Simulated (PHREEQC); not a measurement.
Dissolve 0.095 mol HBF4 and 0.31 mol NaCl per kg of water at 25 °C. Closed to the air; pH follows from the charge balance.

Computed with PHREEQC (ion-association model, phreeqc.dat).

This is a speciation only: nothing precipitates in the calculation.

Q: Order these F species by the share of F that they hold, largest first: BF3OH-, BF2(OH)2-, HF, BF4-.

A: BF4- (95 %), HF (3.4 %), BF3OH- (1.8 %), BF2(OH)2- (0.11 %)

Q: Order these B species by the share of B that they hold, largest first: BF3OH-, BF4-, BF2(OH)2-, H3BO3.

A: BF4- (95 %), H3BO3 (2.8 %), BF3OH- (2.4 %), BF2(OH)2- (0.23 %)

The pH is 1.15 and the ionic strength 0.403 mol/kgw. Complexes and solids missing from the database can't appear. Real BF4- forms and hydrolyses slowly; the run takes it at equilibrium.
